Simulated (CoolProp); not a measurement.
20 sccm (0 °C, 1 atm) of nitrogen bubbles through liquid n-nonane at 348.3 K and leaves saturated at a total pressure of 0.0792 MPa (ideal gas phase). Each further row changes one setting.

Computed with CoolProp (reference Helmholtz-energy equation of state, Lemmon 2006). It is a short technical equation, of lower accuracy than the large ones.

| case | vapour pressure (kPa) | mole fraction of vapour | delivery (mg/min) | delivery (sccm) | change of delivery for a bath 1 K warmer (%) |
|---|---|---|---|---|---|
| as stated | 7.91 | 0.0999 | ? | ? | ? |
| bath temperature 353.3 K | 9.76 | 0.123 | ? | 2.81 | 4.8 |
| total pressure 0.158 MPa | 7.91 | ? | ? | ? | 4.6 |

Question: What belongs in the gaps?

Answer: 
- as stated, delivery (mg/min): 12.7
- as stated, delivery (sccm): 2.22
- as stated, change of delivery for a bath 1 K warmer (%): 4.9
- bath temperature 353.3 K, delivery (mg/min): 16.1
- total pressure 0.158 MPa, mole fraction of vapour: 0.0501
- total pressure 0.158 MPa, delivery (mg/min): 6.03
- total pressure 0.158 MPa, delivery (sccm): 1.05
